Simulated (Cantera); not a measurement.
An isothermal, constant-pressure homogeneous reactor starts with H2 : O2 = 0.27 : 1 (molar parts), at 1350 K and 10.00 Torr. Integrator tolerance rtol = 1e-08.

Detailed kinetics in Cantera: GRI-Mech 3.0 (53 species, 325 reactions). Radical loss at walls, strong at low pressure, is not modelled. The temperature is held fixed by assumption; the heat of reaction is taken as removed at once.

Task: What does this change do: H2 0.27 to 0.14 parts?

Result: 
```json
[
 {"quantity": "x(H2) at 10.0 s", "before": "5.55e-7 (gas-phase equilibrium 4.85e-7)", "after": "3.73e-7 (gas-phase equilibrium 2.50e-7)"},
 {"quantity": "x(O2) at 10.0 s", "before": "0.762 (gas-phase equilibrium 0.762)", "after": "0.869 (gas-phase equilibrium 0.869)"},
 {"quantity": "x(HO2) at 10.0 s", "before": "7.80e-8 (gas-phase equilibrium 8.15e-8)", "after": "5.83e-8 (gas-phase equilibrium 6.67e-8)"},
 {"quantity": "x(O) at 10.0 s", "before": "3.67e-6 (gas-phase equilibrium 3.21e-6)", "after": "5.13e-6 (gas-phase equilibrium 3.43e-6)"},
 {"quantity": "x(OH) at 10.0 s", "before": "0.000123 (gas-phase equilibrium 0.000115)", "after": "0.000108 (gas-phase equilibrium 8.83e-5)"},
 {"quantity": "x(H2O2) at 10.0 s", "before": "2.04e-9 (gas-phase equilibrium 1.90e-9)", "after": "1.40e-9 (gas-phase equilibrium 1.12e-9)"},
 {"quantity": "x(H2O) at 10.0 s", "before": "0.238 (gas-phase equilibrium 0.238)", "after": "0.131 (gas-phase equilibrium 0.131)"}
]
```

Task: What does this change do: H2 0.27 to 0.15 parts?

Result: 
| quantity | before | after |
|---|---|---|
| x(H2) at 10.0 s | 5.55e-7 (gas-phase equilibrium 4.85e-7) | 3.86e-7 (gas-phase equilibrium 2.68e-7) |
| x(O2) at 10.0 s | 0.762 (gas-phase equilibrium 0.762) | 0.860 (gas-phase equilibrium 0.860) |
| x(HO2) at 10.0 s | 7.80e-8 (gas-phase equilibrium 8.15e-8) | 6.05e-8 (gas-phase equilibrium 6.83e-8) |
| x(O) at 10.0 s | 3.67e-6 (gas-phase equilibrium 3.21e-6) | 4.91e-6 (gas-phase equilibrium 3.41e-6) |
| x(OH) at 10.0 s | 0.000123 (gas-phase equilibrium 0.000115) | 0.000109 (gas-phase equilibrium 9.10e-5) |
| x(H2O2) at 10.0 s | 2.04e-9 (gas-phase equilibrium 1.90e-9) | 1.45e-9 (gas-phase equilibrium 1.18e-9) |
| x(H2O) at 10.0 s | 0.238 (gas-phase equilibrium 0.238) | 0.139 (gas-phase equilibrium 0.139) |
